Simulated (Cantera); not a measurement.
A closed system holds: 1 mol Si, 3.7 mol CO, 8.6 mol H2, held at 1973 K and 2.40 mbar.

Method: chemical equilibrium by Gibbs-energy minimisation in Cantera with the NASA 1993 tables (ideal gas, pure condensed phases). Candidate condensed phases: C, C6H6, C7H8, C8H18, H2O, Si, SiC, SiO2; 123 gas species. Gases not in the tables: Si2H6 and higher silanes. Rates play no part.

Base state: H2 0.678, CO 0.258, SiO 0.0387, H 0.0227, Si 0.00270, SiH 7.87e-5, Si2C 6.59e-5, C2H2 (acetylene) 2.53e-5 (mole fractions); condensed: SiC(s).

What changes in the equilibrium state with this change: H2 from 8.6 to 160 mol?


```
species            before    after
----------------  -------  -------
H2                  0.678    0.949
H                  0.0227   0.0268
CO                  0.258   0.0203
SiO                0.0387  0.00192
Si                0.00270  0.00214
C2H2 (acetylene)  2.53e-5  5.62e-5
Si2C              6.59e-5  5.23e-5
SiH2              1.26e-5  1.40e-5
SiH               7.87e-5  7.39e-5
SiC(s), mol         0.481    0.290
```
